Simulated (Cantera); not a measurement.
Charge: 1 mol c-C4F8, 0.88 mol HCl, at 12.0 Pa.

Cantera equilibrium calculation (NASA polynomials, part measured and part estimated; ideal gas, pure solids and liquids). Candidate condensed phases: C, C6H6, C7H8, C8H18; 118 gas species. The feed counts by its element totals alone. Gases not in the tables: C2F6 and larger saturated fluorocarbons. Rates play no part.

Problem. Which condensed phases are stable at each of these points (T (K)): 1075, 1275, 1475, 1675, 1875, 2075, 2275, 2475, 2675, 2875, 3075?

Solution. 
| T (K) | condensed phases | C condensed (%) |
|---|---|---|
| 1075 | C(graphite) | 54.5 |
| 1275 | C(graphite) | 55.2 |
| 1475 | C(graphite) | 55.4 |
| 1675 | C(graphite) | 54.7 |
| 1875 | C(graphite) | 51.3 |
| 2075 | C(graphite) | 66.8 |
| 2275 | C(graphite) | 88.6 |
| 2475 | C(graphite) | 90.6 |
| 2675 | C(graphite) | 46.5 |
| 2875 | gas only | 0.0 |
| 3075 | gas only | 0.0 |

From 1075 K to 2675 K the condensed part is C(graphite). From 2875 K to 3075 K nothing is condensed.
